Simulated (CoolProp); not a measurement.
The fluid at 298.15 K and 1.74 MPa (liquid) is heated at constant pressure to 441.3 K. The same conditions are run with several fluids, on thermodynamics alone (safety and materials aside).

Computed with CoolProp (reference Helmholtz-energy equation of state of each fluid (ammonia: Gao 2020; propylene: Lemmon 2013; chloromethane (R40): Thol 2014)).

```json
[
 {"fluid": "ammonia", "heat (kJ/kg)": "[?]", "final density (kg/m³)": "[?]"},
 {"fluid": "propylene", "heat (kJ/kg)": "608", "final density (kg/m³)": "21.5"},
 {"fluid": "chloromethane (R40)", "heat (kJ/kg)": "[?]", "final density (kg/m³)": "26.0"}
]
```

Question: Some entries are withheld; supply them.

Answer: 
- ammonia, heat (kJ/kg): 1520
- ammonia, final density (kg/m³): 8.44
- chloromethane (R40), heat (kJ/kg): 503
